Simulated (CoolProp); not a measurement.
A closed Brayton cycle with dry air: compressor inlet 313.15 K and 0.6 MPa, high pressure 2.1 MPa, turbine inlet 885 K, compressor efficiency 0.85, turbine efficiency 0.9, recuperator effectiveness 0.9 (on enthalpy, no pinch check). Each further row changes one setting.

Model: reference Helmholtz-energy equation of state, Lemmon 2000, in CoolProp. It is a pseudo-pure fit of the blend.

```tsv
case	thermal efficiency (%)	net work (kJ/kg)	compressor to turbine work	compressor exit (K)	turbine exit (K)
as stated	32.2	85.7	0.65	470.8	661.2
turbine inlet 835 K	28.8	[?]	0.69	470.8	[?]
compressor inlet 323.15 K	30.4	80.5	0.67	[?]	661.2
high pressure 1.78 MPa	33.8	[?]	0.62	[?]	[?]
recuperator effectiveness 0.5	[?]	85.7	0.65	470.8	661.2
```

**Question.** What belongs in the gaps?

**Answer.** 
- turbine inlet 835 K, net work (kJ/kg): 71.5
- turbine inlet 835 K, turbine exit (K): 622.1
- compressor inlet 323.15 K, compressor exit (K): 485.5
- high pressure 1.78 MPa, net work (kJ/kg): 82.2
- high pressure 1.78 MPa, compressor exit (K): 446.8
- high pressure 1.78 MPa, turbine exit (K): 687.2
- recuperator effectiveness 0.5, thermal efficiency (%): 24.8
